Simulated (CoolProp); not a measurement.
Vapour-liquid equilibrium of CH2F2 (R32) (1) + R142b (2) at 248.6 K; x and y are mole fractions of (1).

Computed with CoolProp (multi-fluid Helmholtz-energy mixture model, Tillner-Roth 1997 and Lemmon 2006; pair parameters Bell 2016).

```tsv
x	bubble pressure (bar)	y at the bubble point	dew pressure at overall composition x (bar)	liquid density (mol/L)
0.05	0.7046	0.294	[?]	12.50
0.2	1.270	0.660	0.6317	13.42
0.35	[?]	0.795	0.7560	14.48
0.5	2.229	0.864	[?]	15.70
0.65	2.600	0.909	1.242	17.13
0.8	2.936	0.946	1.813	18.86
0.95	3.281	0.985	2.975	[?]
```

**Question.** What belongs in the gaps?

**Answer.** 
- 0.05, dew pressure at overall composition x (bar): 0.5425
- 0.35, bubble pressure (bar): 1.788
- 0.5, dew pressure at overall composition x (bar): 0.9406
- 0.95, liquid density (mol/L): 20.98

No azeotrope shows between x = 0.05 and 0.95.

Pair parameters are fitted to limited data, so mixtures are less certain than the pure fluids.
